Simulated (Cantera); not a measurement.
# Adiabatic ignition

An adiabatic, constant-volume homogeneous reactor starts with 3.18 % CH4, 0.248 % C2H6, 0.889 % C3H8, 20.1 % O2, 75.6 % N2, at 1025 K and 6.91 atm.

Cantera simulation using GRI-Mech 3.0 (53 species, 325 reactions); the numbers are that mechanism's predictions, not measurements. GRI-Mech 3.0 was tuned for natural gas; its chemistry of propane as a main component is partial and can be far from experiment.

```
t (s)     T (K)  P (bar)   x CH4   x C2H6   x C3H8    x C2H2   x CH2CO    x C2H4     x H2O
--------  -----  -------  ------  -------  -------  --------  --------  --------  --------
5.00e-6    1025     7.00  0.0318  0.00248  0.00889    <1e-12    <1e-12  9.84e-10  7.76e-12
1.18e-5    1025     7.00  0.0318  0.00248  0.00889    <1e-12    <1e-12   2.52e-9  4.06e-11
2.77e-5    1025     7.00  0.0318  0.00248  0.00889    <1e-12    <1e-12   6.39e-9  2.19e-10
6.52e-5    1025     7.00  0.0318  0.00248  0.00889    <1e-12    <1e-12   1.69e-8   1.22e-9
0.000153   1025     7.00  0.0318  0.00248  0.00889    <1e-12    <1e-12   4.99e-8   6.97e-9
0.000361   1025     7.00  0.0318  0.00248  0.00889    <1e-12    <1e-12   1.74e-7   4.25e-8
0.000850   1025     7.00  0.0318  0.00248  0.00889    <1e-12  1.99e-12   7.69e-7   3.00e-7
0.00200    1025     7.00  0.0318  0.00248  0.00889  1.01e-11  7.48e-11   4.66e-6   2.77e-6
0.00471    1025     7.00  0.0318  0.00247  0.00887  5.16e-10   3.94e-9   3.56e-5   2.98e-5
0.0111     1027     7.01  0.0317  0.00245  0.00871   1.97e-8   1.56e-7  0.000238  0.000249
0.0261     2491     17.2  <1e-12   <1e-12   <1e-12    <1e-12    <1e-12    <1e-12     0.102
0.0614     2485     17.2  <1e-12   <1e-12   <1e-12    <1e-12    <1e-12    <1e-12     0.102
0.144      2485     17.2  <1e-12   <1e-12   <1e-12    <1e-12    <1e-12    <1e-12     0.102
0.340      2485     17.2  <1e-12   <1e-12   <1e-12    <1e-12    <1e-12    <1e-12     0.102
0.800      2485     17.2  <1e-12   <1e-12   <1e-12    <1e-12    <1e-12    <1e-12     0.102
```
x: mole fraction; the columns are a selection and need not sum to one.

```yaml
time_of_steepest_temperature_rise: 21.9 ms
temperature at 0.800 s: 2485 K
equilibrium_temperature: 2485 K
x(CH4) at 0.800 s: <1e-12 (gas-phase equilibrium <1e-12)
x(C2H6) at 0.800 s: <1e-12 (gas-phase equilibrium <1e-12)
x(C3H8) at 0.800 s: <1e-12 (gas-phase equilibrium <1e-12)
```
